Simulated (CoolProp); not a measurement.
Saturated liquid density (kg/m³) of oxygen: the reference equation beside estimates from Tc = 154.6 K, pc = 5046 kPa, ω = 0.022. Rackett uses Z = 0.29056 − 0.08775 ω.

Model: reference Helmholtz-energy equation of state, Schmidt 1985, in CoolProp.

| T (K) | reference | Rackett | van der Waals | Redlich-Kwong | Soave-Redlich-Kwong | Peng-Robinson |
|---|---|---|---|---|---|---|
| 108.5 | 1044 | 1049 | 715.9 | 1038 | 1029 | 1165 |
| 111.3 | 1028 | 1033 | 704.3 | 1017 | 1009 | 1143 |
| 114.1 | 1011 | 1016 | 692.4 | 995.6 | 988.5 | 1120 |
| 116.9 | 993.8 | 998.5 | 679.9 | 973.2 | 967.0 | 1096 |
| 119.7 | 975.8 | 980.6 | 666.9 | 949.9 | 944.5 | 1070 |
| 122.5 | 957.1 | 962.0 | 653.4 | 925.5 | 920.9 | 1044 |
| 125.4 | 936.9 | 941.8 | 638.6 | 899.0 | 895.1 | 1014 |
| 128.2 | 916.3 | 921.4 | 623.6 | 872.0 | 868.9 | 984.3 |
| 131 | 894.6 | 899.9 | 607.8 | 843.4 | 841.0 | 952.3 |
| 133.8 | 871.4 | 877.0 | 590.9 | 813.1 | 811.3 | 918.1 |
| 136.6 | 846.5 | 852.5 | 572.9 | 780.6 | 779.5 | 881.2 |
| 139.4 | 819.4 | 825.9 | 553.3 | 745.6 | 745.1 | 841.1 |
| 142.3 | 788.2 | 795.4 | 531.0 | 706.0 | 705.9 | 795.4 |
| 145.1 | 753.8 | 762.0 | 506.8 | 663.4 | 663.7 | 745.7 |

Absolute difference from the reference over all 14 rows, mean and median: Rackett 0.6 and 0.5 %, van der Waals 32.0 and 31.9 %, Redlich-Kwong 5.1 and 4.4 %, Soave-Redlich-Kwong 5.5 and 4.8 %, Peng-Robinson 7.1 and 7.8 %.
